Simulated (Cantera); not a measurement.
Mixture: H₂ : O₂ : N₂ = 1 : 0.455 : 1.71 (molar parts), equivalence ratio 1.1, at 101000 Pa, adiabatic and at constant volume. Ignition delay is the time to a rise of 400 K.

Model: the H2/O2 subset of GRI-Mech 3.0, which has no nitrogen chemistry, integrated in Cantera. Where the delays flatten at high temperature, the 400 K rule measures the pace of heat release, not the induction time.

```tsv
quantity	before	after
delay at 1250 K	34.5 µs	36.7 µs
delay at 1350 K	22.9 µs	25.2 µs
delay at 1450 K	16.9 µs	19.5 µs
delay at 1550 K	13.7 µs	16.6 µs
delay at 1650 K	12.0 µs	15.5 µs
delay at 1750 K	11.4 µs	15.4 µs
delay at 1850 K	11.5 µs	16.0 µs
```

Task: Name the change that produced these shifts.
(A) constant pressure in place of constant volume
(B) pressure from 101000 Pa to 470000 Pa
(C) N2 1.71 to 5 parts
(D) O2 0.455 to 0.23 parts

Result: A, constant pressure in place of constant volume
